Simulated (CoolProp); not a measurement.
Saturated liquid density (kg/m³) of oxygen: the reference equation beside estimates from Tc = 154.6 K, pc = 50.46 bar, ω = 0.022. Rackett uses Z = 0.29056 − 0.08775 ω.

Model: reference Helmholtz-energy equation of state, Schmidt 1985, in CoolProp.

| T (K) | reference | Rackett | van der Waals | Redlich-Kwong | Soave-Redlich-Kwong | Peng-Robinson |
|---|---|---|---|---|---|---|
| 114.9 | 1006 | 1011 | 688.9 | 989.3 | 982.4 | 1113 |
| 117.7 | 988.7 | 993.5 | 676.2 | 966.7 | 960.7 | 1089 |
| 120.5 | 970.6 | 975.4 | 663.1 | 943.1 | 937.9 | 1063 |
| 123.3 | 951.6 | 956.5 | 649.4 | 918.3 | 913.9 | 1036 |
| 126.1 | 931.8 | 936.8 | 634.9 | 892.4 | 888.7 | 1007 |
| 128.8 | 911.8 | 916.9 | 620.3 | 866.0 | 863.0 | 977.6 |
| 131.6 | 889.7 | 895.1 | 604.3 | 837.1 | 834.8 | 945.2 |
| 134.4 | 866.2 | 871.9 | 587.2 | 806.3 | 804.7 | 910.4 |
| 137.2 | 840.9 | 847.0 | 568.8 | 773.4 | 772.4 | 872.9 |
| 140 | 813.2 | 819.9 | 548.9 | 737.8 | 737.3 | 832.0 |
| 142.8 | 782.4 | 789.8 | 526.9 | 698.8 | 698.7 | 786.9 |
| 145.5 | 748.4 | 756.8 | 503.1 | 656.9 | 657.2 | 738.1 |
| 148.3 | 706.5 | 716.2 | 474.3 | 606.8 | 607.4 | 679.4 |

Absolute difference from the reference over all 13 rows, mean and median: Rackett 0.7 and 0.6 %, van der Waals 32.1 and 32.1 %, Redlich-Kwong 6.7 and 5.9 %, Soave-Redlich-Kwong 6.9 and 6.2 %, Peng-Robinson 6.0 and 6.2 %.
